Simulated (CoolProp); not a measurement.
Saturated liquid density (kg/m³) of propylene glycol: the reference equation beside estimates from Tc = 400.8 °C, pc = 7.292 MPa, ω = 0.327.

Values from CoolProp's reference Helmholtz-energy equation of state, Eisenbach 2021.

| T (°C) | reference | van der Waals | Redlich-Kwong | Soave-Redlich-Kwong | Peng-Robinson |
|---|---|---|---|---|---|
| 224.45 | 853.3 | [?] | 784.4 | 829.6 | 940.2 |
| 235.35 | 840.8 | 536.8 | 768.8 | 814.4 | 923.3 |
| 246.35 | 827.6 | 527.6 | 752.3 | 798.2 | 905.3 |
| 257.25 | 814.0 | 518.2 | 735.3 | 781.3 | 886.5 |
| 268.25 | 799.6 | 508.3 | 717.4 | 763.4 | 866.3 |
| 279.15 | 784.7 | 498.0 | 698.9 | 744.5 | 845.1 |
| 290.05 | 769.0 | 487.2 | [?] | 724.5 | 822.4 |
| 301.05 | 752.2 | 475.8 | 658.8 | 703.0 | 798.0 |
| 311.95 | 734.6 | [?] | 637.2 | 680.2 | 771.9 |
| 322.95 | 715.4 | 450.8 | 614.0 | 655.4 | 743.4 |
| 333.85 | [?] | 437.1 | 589.4 | 628.9 | 712.6 |
| 344.85 | 672.1 | 422.0 | 562.6 | 599.5 | 678.4 |

Fill in the missing entries.


- 224.45, van der Waals: 545.6
- 290.05, Redlich-Kwong: 679.5
- 311.95, van der Waals: 463.7
- 333.85, reference: 694.9

Absolute difference from the reference over all 12 rows, mean and median: van der Waals 36.6 and 36.6 %, Redlich-Kwong 11.6 and 11.3 %, Soave-Redlich-Kwong 6.0 and 5.5 %, Peng-Robinson 6.7 and 7.3 %.
